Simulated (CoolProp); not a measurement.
Saturation properties of methanol (Tc = 513.4 K, pc = 8.216 MPa, ω = 0.565).

The numbers come from the reference Helmholtz-energy equation of state, de Reuck 1993 in CoolProp.

| T (K) | p (MPa) | vapour density (kg/m³) | liquid cp (kJ/(kg K)) | surface tension (mN/m) | liquid viscosity (µPa s) | liquid conductivity (mW/(m K)) |
|---|---|---|---|---|---|---|
| 364.7 | 0.2693 | 3.106 | 3.080 | 16.4 | 243 | 187 |
| 371.4 | 0.3347 | 3.831 | 3.150 | 15.8 | 227 | 186 |
| 378.1 | 0.4124 | 4.693 | 3.224 | ___ | 212 | 185 |
| 384.8 | 0.5042 | 5.711 | 3.301 | 14.5 | 198 | 183 |
| 391.5 | 0.6117 | 6.910 | 3.382 | 13.8 | 186 | 182 |
| 398.2 | 0.7369 | 8.317 | 3.467 | 13.1 | 174 | 181 |
| 404.9 | 0.8817 | 9.964 | 3.558 | 12.4 | 164 | 180 |
| 411.6 | 1.048 | ___ | 3.655 | 11.7 | ___ | 178 |

Problem. Complete the blanks.

Solution. 
- 378.1, surface tension (mN/m): 15.1
- 411.6, vapour density (kg/m³): 11.89
- 411.6, liquid viscosity (µPa s): 154

It boils at 337.6 K under 1 atm.

Viscosity comes from a separate model (Xiang 2006). Thermal conductivity comes from a separate model (Sykioti 2013). Surface tension comes from a separate correlation (Mulero 2012).
